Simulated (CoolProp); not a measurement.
Acetone along the isotherm 276.85 °C: fugacity coefficient from the reference equation and from simpler models built on Tc = 235.0 °C, pc = 46.92 bar, ω = 0.307; each cubic takes its own stable root.

Values from CoolProp's reference Helmholtz-energy equation of state, Lemmon 2006. It is a short technical equation, of lower accuracy than the large ones.

| p (bar) | phase | reference |
|---|---|---|
| 4.4 | gas | 0.9722 |
| 8.8 | gas | 0.9450 |
| 13.2 | gas | 0.9182 |
| 17.6 | gas | 0.8919 |
| 22 | gas | 0.8661 |
| 26.4 | gas | 0.8408 |
| 30.8 | gas | 0.8158 |
| 35.2 | gas | 0.7913 |
| 39.6 | gas | 0.7672 |
| 44 | gas | 0.7434 |
| 48.4 | supercritical | 0.7200 |
| 52.8 | supercritical | 0.6969 |
| 57.2 | supercritical | 0.6741 |
| 61.6 | supercritical | 0.6515 |
| 66 | supercritical | 0.6292 |
| 70.4 | supercritical | 0.6071 |

How far does each simpler model (Redlich-Kwong, Peng-Robinson) lie from the reference over these 16 states: mean and median of the absolute difference, and the worst?


- Redlich-Kwong: mean 1.6 %, median 1.9 %, worst +2.2 % at 276.85 °C and 57.2 bar
- Peng-Robinson: mean 0.6 %, median 0.5 %, worst +1.5 % at 276.85 °C and 70.4 bar
